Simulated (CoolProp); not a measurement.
Values from CoolProp's reference Helmholtz-energy equation of state, Aleksandrov 2011. It is a short technical equation, of lower accuracy than the large ones.

For n-undecane, give the phase and the Z, cp (kJ/(kg K)), cv (kJ/(kg K)), expansivity (1/kK) at 539.6 K and 1360 kPa; 539.6 K and 1810 kPa; 539.6 K and 2710 kPa.


- 539.6 K and 1360 kPa: liquid; Z 0.0891, cp 3.19, cv 2.71, expansivity 2.17
- 539.6 K and 1810 kPa: liquid; Z 0.118, cp 3.18, cv 2.71, expansivity 2.10
- 539.6 K and 2710 kPa: liquid; Z 0.175, cp 3.16, cv 2.71, expansivity 1.98
